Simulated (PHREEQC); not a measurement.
Solution (25 °C): 0.13 mol NaOH, 7.9e-06 mol CO2 and 0.053 mol K3PO4 per kg of water. Closed to the air; pH follows from the charge balance.

Computed with PHREEQC (ion-association model, wateq4f.dat).

```json
[
 {"quantity": "pH", "before": "12.93", "after": "11.56"},
 {"quantity": "ionic strength (mol/kgw)", "before": "0.443", "after": "0.418"},
 {"quantity": "CO3-2 (mol/kgw)", "before": "4.97e-6", "after": "1.25e-6"},
 {"quantity": "NaCO3- (mol/kgw)", "before": "2.92e-6", "after": "6.64e-6"},
 {"quantity": "HCO3- (mol/kgw)", "before": "4.23e-9", "after": "1.41e-8"},
 {"quantity": "NaHCO3 (mol/kgw)", "before": "1.39e-10", "after": "4.32e-10"},
 {"quantity": "SI of Natron (Na2CO3:10H2O)", "before": "-6.72", "after": "-9.21"},
 {"quantity": "SI of Nahcolite (NaHCO3)", "before": "-9.02", "after": "-8.95"}
]
```

Question: What was changed between the two runs?
A. K3PO4 from 0.053 to 0.265 mol/kgw
B. diluted 2-fold with water
C. temperature from 25 to 80 °C
D. K3PO4 from 0.053 to 0.0106 mol/kgw
E. CO2 from 7.9e-06 to 1.19e-05 mol/kgw

Answer: C, temperature from 25 to 80 °C

Precipitation was switched off in this run. H3PO4, which wateq4f.dat lacks, is added to it with the constant of phreeqc.dat. Constants without temperature data keep their 25 °C values here.
